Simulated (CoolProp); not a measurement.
A Linde-Hampson liquefier for oxygen: isothermal reversible compression at 300 K from 1 atm to 15 MPa, throttling to 1 atm, return gas leaving the recuperator 5 K below the feed. Each further row changes one setting.

The numbers come from the reference Helmholtz-energy equation of state, Schmidt 1985 in CoolProp.

```tsv
case	liquid yield per pass	compression work (kJ/kg of gas)
as stated	___	384
high pressure 30 MPa	___	435
warm-end temperature 330 K	0.053	___
warm-end gap 10 K	0.062	384
```

**Question.** What belongs in the gaps?

**Answer.** 
- as stated, liquid yield per pass: 0.073
- high pressure 30 MPa, liquid yield per pass: 0.127
- warm-end temperature 330 K, compression work (kJ/kg of gas): 425

Above 300 K oxygen's equation is extrapolated.
